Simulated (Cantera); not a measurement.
Feed: 1 mol toluene, 4.4 mol CO2, held at 1000 °C and 0.170 bar.

Method: chemical equilibrium by Gibbs-energy minimisation in Cantera with the NASA 1993 tables (ideal gas, pure condensed phases). Kinetics and transport are ignored.

| species | before | after |
|---|---|---|
| H2 | 0.312 | 0.846 |
| CO | 0.687 | 0.152 |
| CH4 | 0.000156 | 0.00114 |
| CO2 | 0.000576 | 2.84e-5 |
| H2O | 0.000433 | 0.000261 |
| C(graphite), mol | 2.61 | 6.64 |
Gas species are given as mole fractions.

**Question.** Which change was made?
(A) CO2 from 4.4 to 0.022 mol
(B) temperature from 1000 °C to 2602 °C
(C) pressure from 0.170 bar to 1.00 bar
(D) CO2 from 4.4 to 0.36 mol

**Answer.** D, CO2 from 4.4 to 0.36 mol
